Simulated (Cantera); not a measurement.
Feed: 1 mol SiC, a varied amount of CO2, 1.5 mol N2, 0.014 mol O2, at 1625 K and 0.0100 bar.

Cantera equilibrium calculation (NASA polynomials, part measured and part estimated; ideal gas, pure solids and liquids). Candidate condensed phases: C, Si, SiC, SiO2, Si2N2O, Si3N4; 34 gas species. Mutual solubility and eutectic melting of coexisting phases are not modelled. The tables hold silica as quartz up to 1696 K and as liquid above; real silica turns to tridymite and cristobalite and melts near 1996 K. Rates play no part.

### Question
What share of the Si ends up in condensed phases as a function of n(CO2) (mol), at 0.043, 0.079, 0.14, 0.26, 0.48, 0.88, 1.6, 2.9?

### Answer
```tsv
n(CO2) (mol)	Si condensed (%)	as
0.043	99.7	SiC(s) + Si2N2O(s)
0.079	99.6	SiC(s) + Si2N2O(s)
0.14	99.5	SiC(s) + Si2N2O(s)
0.26	99.3	SiC(s) + Si2N2O(s)
0.48	99.0	SiC(s) + Si2N2O(s)
0.88	98.2	SiC(s) + Si2N2O(s)
1.6	86.9	SiO2(β-quartz) + Si2N2O(s)
2.9	92.8	SiO2(β-quartz)
```
